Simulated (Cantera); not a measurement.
Feed: 1 mol SiH2Cl2, 0.026 mol HCl, 4.8 mol H2, held at 10.0 mbar.

Method: chemical equilibrium by Gibbs-energy minimisation in Cantera with the NASA 1993 tables (ideal gas, pure condensed phases). Candidate condensed phases: Si; 19 gas species. Gases not in the tables: Si2H6 and higher silanes. Rates play no part.

Problem. What share of the Si ends up in condensed phases as a function of T (°C), at 1052, 1102, 1152, 1202, 1252, 1302, 1352, 1402, 1452, 1502, 1552?

Solution. 
```
T (°C)  Si condensed (%)     as
------  ----------------  -----
1052                49.9  Si(s)
1102                48.5  Si(s)
1152                47.5  Si(s)
1202                46.6  Si(s)
1252                45.9  Si(s)
1302                45.3  Si(s)
1352                44.7  Si(s)
1402                44.2  Si(s)
1452                44.8  Si(l)
1502                45.8  Si(l)
1552                46.7  Si(l)
```
